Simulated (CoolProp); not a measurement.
R410A along the isotherm 24.55 °C: Z from the reference equation and from simpler models built on Tc = 71.3 °C, pc = 4.901 MPa, ω = 0.296; each cubic takes its own stable root.

Values from CoolProp's reference Helmholtz-energy equation of state, Lemmon 2003. It is a pseudo-pure fit of the blend.

```json
[
 {"p (MPa)": "0.875", "phase": "gas", "reference": "0.8757", "Redlich-Kwong": "0.9006", "Soave-Redlich-Kwong": "0.8931"},
 {"p (MPa)": "2.63", "phase": "liquid", "reference": "0.07204", "Redlich-Kwong": "0.09446", "Soave-Redlich-Kwong": "0.08890"},
 {"p (MPa)": "3.5", "phase": "liquid", "reference": "0.09520", "Redlich-Kwong": "0.1236", "Soave-Redlich-Kwong": "0.1170"},
 {"p (MPa)": "4.38", "phase": "liquid", "reference": "0.1184", "Redlich-Kwong": "0.1524", "Soave-Redlich-Kwong": "0.1448"},
 {"p (MPa)": "5.25", "phase": "liquid", "reference": "0.1410", "Redlich-Kwong": "0.1803", "Soave-Redlich-Kwong": "0.1719"},
 {"p (MPa)": "6.13", "phase": "liquid", "reference": "0.1637", "Redlich-Kwong": "0.2080", "Soave-Redlich-Kwong": "0.1989"},
 {"p (MPa)": "7", "phase": "liquid", "reference": "0.1859", "Redlich-Kwong": "0.2349", "Soave-Redlich-Kwong": "0.2253"},
 {"p (MPa)": "7.88", "phase": "liquid", "reference": "0.2082", "Redlich-Kwong": "0.2618", "Soave-Redlich-Kwong": "0.2516"},
 {"p (MPa)": "8.75", "phase": "liquid", "reference": "0.2301", "Redlich-Kwong": "0.2880", "Soave-Redlich-Kwong": "0.2773"},
 {"p (MPa)": "9.63", "phase": "liquid", "reference": "0.2520", "Redlich-Kwong": "0.3142", "Soave-Redlich-Kwong": "0.3031"},
 {"p (MPa)": "10.5", "phase": "liquid", "reference": "0.2736", "Redlich-Kwong": "0.3398", "Soave-Redlich-Kwong": "0.3283"},
 {"p (MPa)": "11.4", "phase": "liquid", "reference": "0.2957", "Redlich-Kwong": "0.3660", "Soave-Redlich-Kwong": "0.3542"},
 {"p (MPa)": "12.3", "phase": "liquid", "reference": "0.3178", "Redlich-Kwong": "0.3919", "Soave-Redlich-Kwong": "0.3798"}
]
```
